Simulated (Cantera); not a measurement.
A Cantera script and its output.

```python
import numpy as np
import cantera as ct

gas = ct.Solution("gri30.yaml")
gas.TPX = 1325, 1333, {'N2O': 1, 'O2': 0.82}
inlet = ct.Reservoir(gas, clone=True)

reactor = ct.IdealGasConstPressureReactor(gas, energy="off", clone=False)
exhaust = ct.Reservoir(gas, clone=True)
tau = [0.99, 0.38, 0.14, 0.055, 0.021, 0.0081, 0.0031, 0.0012][0]
for a, b in ((inlet, reactor), (reactor, exhaust)):
    ct.MassFlowController(a, b, mdot=lambda t: reactor.mass / tau)
net = ct.ReactorNet([reactor])
show = ['N2O', 'O2', 'NO2', 'NO', 'N2', 'O']

rows = []
print(f"{'tau/s':>10s}{'T/K':>9s}" + "".join(f"{s:>11s}" for s in show))
for tau in [0.99, 0.38, 0.14, 0.055, 0.021, 0.0081, 0.0031, 0.0012]:
    net.initial_time = 0.0
    net.advance(30 * tau)
    before = gas.X
    net.advance(40 * tau)
    drift = np.max(np.abs(gas.X - before) / (gas.X + 1e-9))
    rows.append([gas.T, *gas[show].X, drift])
    print(f"{tau:10.3e}{gas.T:9.1f}" + "".join(f"{x:11.3e}" for x in gas[show].X))
```

Output:

```
     tau/s      T/K        N2O         O2        NO2         NO         N2          O
 9.900e-01   1325.0  5.048e-01  4.574e-01  1.762e-06  5.607e-03  3.219e-02  1.052e-05
 3.800e-01   1325.0  5.314e-01  4.533e-01  5.662e-07  2.264e-03  1.300e-02  1.052e-05
 1.400e-01   1325.0  5.427e-01  4.516e-01  1.364e-07  8.498e-04  4.887e-03  1.049e-05
 5.500e-02   1325.0  5.468e-01  4.510e-01  2.859e-08  3.344e-04  1.929e-03  1.043e-05
 2.100e-02   1325.0  5.484e-01  4.507e-01  4.781e-09  1.261e-04  7.335e-04  1.027e-05
 8.100e-03   1325.0  5.491e-01  4.506e-01  7.220e-10  4.679e-05  2.783e-04  9.867e-06
 3.100e-03   1325.0  5.493e-01  4.506e-01  9.578e-11  1.625e-05  1.022e-04  8.953e-06
 1.200e-03   1325.0  5.494e-01  4.506e-01  1.107e-11  5.085e-06  3.641e-05  7.234e-06
```

Detailed kinetics in Cantera: GRI-Mech 3.0 (53 species, 325 reactions). GRI-Mech 3.0 was tuned for natural gas; its chemistry of N2O as a main component is partial and can be far from experiment. Radical loss at walls, strong at low pressure, is not modelled. The mechanism lacks the step 2 NO + O2 → 2 NO2, which can matter for NO2 below about 1400 K. The temperature is held fixed by assumption; the heat of reaction is taken as removed at once.
